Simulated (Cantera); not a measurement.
Source: NASA polynomial tables (part measured, part estimated), evaluated in Cantera. Values are per mole of reaction as written; species without (g) are pure solids or liquids, kept so even where they would boil at 1 bar.

Al2O(g) + 3 Cl2(g) = 2 AlCl3 + O(g)

```tsv
T (K)	ΔH° (kJ)	ΔS° (J/K)	ΔG° (kJ)	log10 K	condensed phases
400	?	?	?	?	AlCl3(s)
410	?	?	?	?	AlCl3(s)
420	-1010.1	-522.8	-790.5	98.31	AlCl3(s)
430	-1009.4	-521.3	-785.3	95.39	AlCl3(s)
440	-1008.8	-519.8	-780.1	92.60	AlCl3(s)
450	-1008.1	-518.3	-774.9	89.94	AlCl3(s)
460	?	?	?	?	AlCl3(s)
470	-935.9	-363.1	-765.2	85.04	AlCl3(l)
480	-934.8	-360.9	-761.6	82.87	AlCl3(l)
490	-933.7	-358.6	-758.0	80.80	AlCl3(l)
500	?	?	?	?	AlCl3(l)
```

Question: Complete the blanks.

Answer: 
- 400, ΔH° (kJ): -1011.3
- 400, ΔS° (J/K): -525.8
- 400, ΔG° (kJ): -801.0
- 400, log10 K: 104.59
- 410, ΔH° (kJ): -1010.7
- 410, ΔS° (J/K): -524.3
- 410, ΔG° (kJ): -795.7
- 410, log10 K: 101.38
- 460, ΔH° (kJ): -1007.4
- 460, ΔS° (J/K): -516.8
- 460, ΔG° (kJ): -769.7
- 460, log10 K: 87.40
- 500, ΔH° (kJ): -932.6
- 500, ΔS° (J/K): -356.5
- 500, ΔG° (kJ): -754.4
- 500, log10 K: 78.81
